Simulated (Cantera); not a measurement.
A freely propagating, adiabatic, planar premixed flame of CH₄ : O₂ : N₂ : CO₂ = 1 : 2.13 : 8 : 0.26 (molar parts), equivalence ratio 0.94, unburnt at 598 K and 0.300 bar; mixture-averaged transport, grid criteria slope 0.08 and curve 0.16, no radiation.

Computed with Cantera and GRI-Mech 3.0 (53 species, 325 reactions). Burning velocities carry a grid error of a few per cent, more on coarse grids.

x: mole fraction of selected species; z is measured from the peak of heat release.

```
z (mm)  T (K)  u (m/s)     x CH₄    x O₂   x CO₂  x CH₂CO  x HCN    x CH₂O
------  -----  -------  --------  ------  ------  -------  -----  --------
-3.05     598     1.46    0.0877   0.187  0.0228    <1e-8  <1e-8   8.89e-8
-2.03     599     1.46    0.0875   0.187  0.0228    <1e-8  <1e-8   1.45e-6
-1.53     603     1.47    0.0870   0.186  0.0227  1.14e-8  <1e-8   8.10e-6
-1.02     638     1.57    0.0843   0.183  0.0227  2.80e-7    ___   6.78e-5
-0.509    943     2.35    0.0634   0.158  0.0245  1.28e-5    ___  0.000504
-0.254   1317     3.32    0.0358   0.121  0.0294  5.98e-5    ___  0.000980
0        1680     4.27   0.00920  0.0753  0.0388  7.99e-5    ___  0.000748
0.254    1827     4.66  0.000841  0.0479  0.0501  1.63e-5    ___  0.000138
0.509    1860     4.73   4.09e-5  0.0378  0.0594  9.22e-7    ___   8.04e-6
1.02     1890     4.78   9.58e-8  0.0327  0.0696    <1e-8    ___   2.00e-8
2.03     1929     4.86     <1e-8  0.0303  0.0755    <1e-8  <1e-8     <1e-8
4.07     1983     4.98     <1e-8  0.0284  0.0783    <1e-8  <1e-8     <1e-8
8.14     2052     5.13     <1e-8  0.0261  0.0815    <1e-8  <1e-8     <1e-8
```

Some entries are withheld; supply them.


- -1.02, x HCN: 1.42e-8
- -0.509, x HCN: 2.81e-7
- -0.254, x HCN: 8.95e-7
- 0, x HCN: 1.99e-6
- 0.254, x HCN: 1.77e-6
- 0.509, x HCN: 7.60e-7
- 1.02, x HCN: 9.88e-8
